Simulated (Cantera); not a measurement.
What does this Cantera script print?

```python
import numpy as np
import cantera as ct

gas = ct.Solution("gri30.yaml")
gas.TPX = 623, 100000, {'CH4': 1, 'C2H6': 0.038, 'O2': 1.78, 'N2': 6.68}
flame = ct.FreeFlame(gas, width=0.04)
flame.set_refine_criteria(ratio=3, slope=0.08, curve=0.16)
flame.transport_model = "mixture-averaged"
flame.solve(loglevel=0, auto=True)
z, T = flame.grid, flame.T
thick = (T[-1] - T[0]) / np.gradient(T, z).max()
show = ['CH4', 'C2H6', 'O2', 'H2O2', 'CH3', 'O']
print(f"laminar burning velocity  {flame.velocity[0] * 100:.3f} cm/s")
print(f"burnt temperature         {T[-1]:.1f} K")
print(f"thermal thickness         {thick * 1e3:.4f} mm")
print(f"grid points               {len(z)}")
z0 = z[flame.heat_release_rate.argmax()]
print(f"{'z/mm':>9s}{'T/K':>9s}{'u/(m/s)':>9s}" + "".join(f"{s:>11s}" for s in show))
rows = []
for k in (-3, -2, -1.5, -1, -0.5, -0.25, 0, 0.25, 0.5, 1, 2, 4, 8):
    zz = z0 + k * thick
    rows.append([k * thick, np.interp(zz, z, T), np.interp(zz, z, flame.velocity),
                 *(np.interp(zz, z, flame.X[gas.species_index(s)]) for s in show)])
    print(f"{rows[-1][0] * 1e3:9.3f}{rows[-1][1]:9.1f}{rows[-1][2]:9.3f}" + "".join(f"{x:11.3e}" for x in rows[-1][3:]))
```

It prints:

```
laminar burning velocity  131.744 cm/s
burnt temperature         2349.5 K
thermal thickness         0.3263 mm
grid points               150
     z/mm      T/K  u/(m/s)        CH4       C2H6         O2       H2O2        CH3          O
   -0.979    623.2    1.320  1.051e-01  3.995e-03  1.871e-01  9.513e-09  3.041e-08  3.745e-13
   -0.653    625.2    1.328  1.046e-01  3.983e-03  1.864e-01  1.272e-07  3.641e-07  1.058e-10
   -0.489    634.2    1.352  1.035e-01  3.966e-03  1.851e-01  6.971e-07  2.001e-06  2.957e-09
   -0.326    701.1    1.509  9.814e-02  3.920e-03  1.794e-01  4.297e-06  2.278e-05  1.800e-07
   -0.163   1107.7    2.433  6.966e-02  3.619e-03  1.440e-01  1.197e-05  7.836e-04  1.641e-05
   -0.082   1515.5    3.377  3.865e-02  1.972e-03  1.008e-01  6.329e-06  3.441e-03  1.357e-04
    0.000   1887.9    4.255  1.037e-02  1.687e-04  5.230e-02  1.647e-06  3.813e-03  6.642e-04
    0.082   2060.4    4.653  1.103e-03  1.521e-06  2.292e-02  3.488e-07  8.408e-04  1.672e-03
    0.163   2105.7    4.744  6.621e-05  5.384e-09  1.176e-02  1.674e-07  6.723e-05  2.363e-03
    0.326   2136.8    4.791  1.993e-07  7.179e-14  6.627e-03  1.381e-07  2.414e-07  2.430e-03
    0.653   2172.9    4.855  9.902e-11  2.833e-19  5.065e-03  1.157e-07  1.345e-10  2.020e-03
    1.305   2219.3    4.943  7.395e-15  9.740e-26  3.807e-03  9.165e-08  3.116e-14  1.461e-03
    2.610   2269.0    5.038  7.289e-15  3.619e-28  2.497e-03  6.757e-08  2.567e-14  9.021e-04
```

Detailed kinetics in Cantera: GRI-Mech 3.0 (53 species, 325 reactions). Burning velocities carry a grid error of a few per cent, more on coarse grids.
